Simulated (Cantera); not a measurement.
What does this Cantera script print?

```python
import numpy as np
import cantera as ct

gas = ct.Solution("gri30.yaml")
gas.TPX = 1225, 1200000, {'CH3OH': 1, 'O2': 1.36, 'N2': 5.13}
reactor = ct.IdealGasConstPressureReactor(gas, energy="on", clone=False)
net = ct.ReactorNet([reactor])
net.rtol, net.atol = 1e-08, 1e-16
show = ['CH3OH', 'O2', 'O', 'H2O', 'H']
times = np.geomspace(3e-06, 1, 15)

steps = ct.SolutionArray(gas, extra=["t"])
rows = []
print(f"{'t/s':>10s}{'T/K':>9s}{'P/Pa':>11s}" + "".join(f"{s:>11s}" for s in show))
for t in times:
    while net.time < t:
        t_next = net.step()
        steps.append(gas.state, t=t_next)
    rows.append([np.interp(t, steps.t, y) for y in (steps.T, steps.P, *steps(*show).X.T)])
    print(f"{t:10.3e}{rows[-1][0]:9.1f}{rows[-1][1]:11.4g}" + "".join(f"{x:11.3e}" for x in rows[-1][2:]))
rate = np.gradient(steps.T, steps.t)
print("integrator steps:", len(steps.t))
if steps.T.max() > steps.T[0] + 200:
    print(f"time of steepest temperature rise: {steps.t[rate.argmax()]:.4e} s")
gas.TPX = 1225, 1200000, {'CH3OH': 1, 'O2': 1.36, 'N2': 5.13}
gas.equilibrate("HP")
print(f"equilibrium (HP): T = {gas.T:.1f} K  " + "  ".join(f"{s} {gas[s].X[0]:.3e}" for s in show))
```

It prints:

```
       t/s      T/K       P/Pa      CH3OH         O2          O        H2O          H
 3.000e-06   1225.0    1.2e+06  1.335e-01  1.816e-01  3.563e-11  2.011e-07  3.295e-10
 7.441e-06   1225.0    1.2e+06  1.335e-01  1.816e-01  3.639e-11  5.018e-07  3.410e-10
 1.845e-05   1225.0    1.2e+06  1.335e-01  1.816e-01  3.697e-11  1.253e-06  3.540e-10
 4.577e-05   1225.0    1.2e+06  1.335e-01  1.816e-01  3.875e-11  3.197e-06  3.967e-10
 1.135e-04   1225.0    1.2e+06  1.335e-01  1.816e-01  4.746e-11  9.619e-06  6.034e-10
 2.816e-04   1225.1    1.2e+06  1.334e-01  1.815e-01  9.883e-11  5.333e-05  1.816e-09
 6.983e-04   1230.1    1.2e+06  1.305e-01  1.800e-01  3.015e-09  1.869e-03  7.011e-08
 1.732e-03   2765.6    1.2e+06  1.446e-14  5.997e-03  1.065e-03  2.200e-01  2.639e-03
 4.296e-03   2764.6    1.2e+06  1.458e-14  5.919e-03  1.053e-03  2.200e-01  2.633e-03
 1.065e-02   2764.6    1.2e+06  1.458e-14  5.919e-03  1.053e-03  2.200e-01  2.633e-03
 2.643e-02   2764.6    1.2e+06  1.458e-14  5.919e-03  1.053e-03  2.200e-01  2.633e-03
 6.554e-02   2764.6    1.2e+06  1.458e-14  5.919e-03  1.053e-03  2.200e-01  2.633e-03
 1.626e-01   2764.6    1.2e+06  1.458e-14  5.919e-03  1.053e-03  2.200e-01  2.633e-03
 4.032e-01   2764.6    1.2e+06  1.458e-14  5.919e-03  1.053e-03  2.200e-01  2.633e-03
 1.000e+00   2764.6    1.2e+06  1.458e-14  5.919e-03  1.053e-03  2.200e-01  2.633e-03
integrator steps: 2111
time of steepest temperature rise: 8.4726e-04 s
equilibrium (HP): T = 2764.6 K  CH3OH 1.517e-14  O2 5.919e-03  O 1.053e-03  H2O 2.200e-01  H 2.633e-03
```

Cantera simulation using GRI-Mech 3.0 (53 species, 325 reactions); the numbers are that mechanism's predictions, not measurements. GRI-Mech 3.0 was tuned for natural gas; its chemistry of methanol as a main component is partial and can be far from experiment. The pressure lies above the range GRI-Mech 3.0 was tuned for (to about 10 atm).
